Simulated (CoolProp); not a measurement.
Tetrahydrofuran at 293.15 K and 3.52 MPa is throttled through a valve to 0.952 MPa with no heat exchange. Each further row changes one setting.

The numbers come from the reference Helmholtz-energy equation of state, Fiedler 2023 in CoolProp.

```tsv
case	temperature change (K)	final density (kg/m³)
as stated	+1.1	887
outlet pressure 0.286 MPa	+1.4	886
outlet pressure 1.24 MPa	+1.0	887
```
